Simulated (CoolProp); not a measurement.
c-C4F8 (RC318) along the isotherm 135.55 °C: density (kg/m³) from the reference equation and from simpler models built on Tc = 115.2 °C, pc = 2.778 MPa, ω = 0.355; each cubic takes its own stable root.

The numbers come from the reference Helmholtz-energy equation of state, Platzer 1990 in CoolProp. This equation is an older, rougher fit; its heat capacities, sound speeds and derivatives of the liquid may be far off and weren't checked against measurements.

| p (MPa) | phase | reference |
|---|---|---|
| 0.0878 | gas | 5.214 |
| 0.133 | gas | 7.935 |
| 0.2 | gas | 12.01 |
| 0.302 | gas | 18.34 |
| 0.455 | gas | 28.09 |
| 0.686 | gas | 43.49 |
| 1.04 | gas | 68.92 |
| 1.56 | gas | 111.4 |
| 2.36 | gas | 196.1 |
| 3.55 | supercritical | 458.1 |
| 5.36 | supercritical | 916.5 |
| 8.09 | supercritical | 1064 |
| 12.2 | supercritical | 1164 |
| 18.4 | supercritical | 1250 |
| 27.8 | supercritical | 1333 |

### Question
How far does each simpler model (ideal gas, van der Waals, Redlich-Kwong, Peng-Robinson) lie from the reference over these 15 states: mean and median of the absolute difference, and the worst?

### Answer
- ideal gas: mean 21.8 %, median 13.4 %, worst -65.6 % at 135.55 °C and 5.36 MPa
- van der Waals: mean 8.7 %, median 0.5 %, worst -22.7 % at 135.55 °C and 27.8 MPa
- Redlich-Kwong: mean 2.4 %, median 0.7 %, worst +9.7 % at 135.55 °C and 3.55 MPa
- Peng-Robinson: mean 2.6 %, median 1.1 %, worst +10.4 % at 135.55 °C and 27.8 MPa
